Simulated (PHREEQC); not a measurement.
Solution (82 °C): 29 mmol/kgw HF, 0.13 mmol/kgw (CH3)4NF and 0.12 mmol/kgw HCl. Closed to the air; pH follows from the charge balance.

The numbers come from PHREEQC with the ion-association model, phreeqc.dat.

Precipitation was switched off in this run.

Q: Order these F species by the share of F that they hold, largest first: F-, HF2-, HF.

A: HF (90 %), F- (8.3 %), HF2- (1.8 %)

The pH is 2.60 and the ionic strength 0.00280 mol/kgw. (CH3)4N+ isn't in the database: it is added as a free cation with an ion size of 4 Å. Away from 25 °C the constants follow the database's enthalpies or fits; those with neither stay at their 25 °C values.
